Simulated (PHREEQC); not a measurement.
PHREEQC input (ion-association model, wateq4f.dat):

```
SOLUTION_MASTER_SPECIES
  An  An-  0  An  62.0  # stands for a non-complexing anion
SOLUTION_SPECIES
  An- = An-
    -log_k 0
    -gamma 3.0 0
  PO4-3 + 3H+ = H3PO4  # constants of phreeqc.dat
    -log_k 21.721
    -delta_h -10.1 kJ
PHASES
  Fix_H+
    H+ = H+
    -log_k 0
SOLUTION 1
  temp 25
  units mmol/kgw
  pH 7 charge
  P 0.014
  Na 5.014
  An 5
END
SELECTED_OUTPUT 1
  -reset false
  -pH true
  -pe true
  -ionic_strength true
  -water true
  -totals Na P
  -molalities Hfo_wOH Hfo_wOH2+ Hfo_wO- Hfo_sOH Hfo_sOH2+ Hfo_sO- Hfo_wH2PO4 Hfo_wHPO4- Hfo_wPO4-2
USER_PUNCH 1
  -headings sigma psi
  10 PUNCH EDL("sigma", "Hfo"), EDL("psi", "Hfo")
PRINT
  -reset false
USE solution 1
SURFACE 1
  Hfo_wOH 0.000561798 600 0.25
  Hfo_sOH 1.40449e-05
EQUILIBRIUM_PHASES 1
  Fix_H+ -4 HAn 10
    -force_equality true
  O2(g) -0.68 10
END
# ... the last block is repeated for the other 16 points of pH, with NaOH or the acid as the point needs
```

Selected output (columns that matter, 15 of 17 rows; pH added in front):

```
pH	mu	Na	P	m_Hfo_wOH	m_Hfo_wOH2+	m_Hfo_wO-	m_Hfo_sOH	m_Hfo_sOH2+	m_Hfo_sO-	m_Hfo_wH2PO4	m_Hfo_wHPO4-	m_Hfo_wPO4-2	sigma	psi
4	0.0052581	0.005014	3.6206e-11	0.00025397	0.00028871	5.1181e-06	6.5115e-06	7.4022e-06	1.3122e-07	4.5884e-07	9.9078e-06	3.6333e-06	0.17606	0.19133
4.38	0.005165	0.005014	4.3827e-11	0.00030429	0.00023446	9.0473e-06	7.8017e-06	6.0112e-06	2.3196e-07	2.7947e-07	8.9034e-06	4.8171e-06	0.1368	0.17884
4.75	0.0051141	0.005014	5.8826e-11	0.00034239	0.00019137	1.4034e-05	8.7786e-06	4.9065e-06	3.5981e-07	1.8024e-07	7.9158e-06	5.9039e-06	0.10432	0.1652
5.12	0.0050825	0.005014	8.6655e-11	0.0003701	0.00015781	1.9884e-05	9.489e-06	4.0461e-06	5.0979e-07	1.219e-07	7.0175e-06	6.8605e-06	0.077663	0.15027
5.88	0.0050459	0.005014	2.5664e-10	0.00040161	0.00011369	3.2499e-05	1.0297e-05	2.9149e-06	8.3323e-07	6.4996e-08	5.6358e-06	8.2989e-06	0.039268	0.11583
6.25	0.0050357	0.005014	5.1127e-10	0.00040883	0.00010108	3.7881e-05	1.0482e-05	2.5916e-06	9.7122e-07	5.23e-08	5.1924e-06	8.7547e-06	0.027096	0.097422
6.62	0.0050283	0.005014	1.1699e-09	0.00041314	9.2298e-05	4.2364e-05	1.0592e-05	2.3664e-06	1.0862e-06	4.4314e-08	4.869e-06	9.0855e-06	0.018124	0.078139
7	0.005023	0.005014	3.3008e-09	0.00041575	8.6024e-05	4.603e-05	1.0659e-05	2.2055e-06	1.1801e-06	3.9026e-08	4.6299e-06	9.3278e-06	0.011408	0.05763
7.38	0.005019	0.005014	1.1564e-08	0.00041733	8.155e-05	4.8926e-05	1.07e-05	2.0908e-06	1.2544e-06	3.5449e-08	4.4531e-06	9.4999e-06	0.0064382	0.036621
7.75	0.0050161	0.005014	4.6966e-08	0.00041837	7.8185e-05	5.1287e-05	1.0726e-05	2.0044e-06	1.3148e-06	3.2803e-08	4.3087e-06	9.6115e-06	0.002609	0.01588
8.12	0.0050136	0.005014	2.1203e-07	0.00041927	7.5161e-05	5.3579e-05	1.0745e-05	1.9263e-06	1.3732e-06	3.0213e-08	4.1371e-06	9.6206e-06	-0.0007998	-0.0049395
8.88	0.005026	0.005029	3.7837e-06	0.00042336	6.6204e-05	6.202e-05	1.078e-05	1.6857e-06	1.5792e-06	1.7723e-08	2.7821e-06	7.4164e-06	-0.0085715	-0.046389
9.25	0.0050556	0.0050577	8.6568e-06	0.00042675	5.9062e-05	7.0639e-05	1.0771e-05	1.4907e-06	1.7829e-06	7.4982e-09	1.3299e-06	4.0058e-06	-0.013644	-0.065139
9.62	0.0050977	0.0051016	1.2272e-05	0.0004276	5.2138e-05	8.0336e-05	1.0723e-05	1.3075e-06	2.0146e-06	1.9407e-09	3.9069e-07	1.3357e-06	-0.020564	-0.083772
10	0.0051728	0.0051831	1.3583e-05	0.00042487	4.5376e-05	9.1135e-05	1.063e-05	1.1352e-06	2.2801e-06	3.6941e-10	8.4906e-08	3.3141e-07	-0.030654	-0.10285
```

H3PO4, which wateq4f.dat lacks, is added to it with the constant of phreeqc.dat.
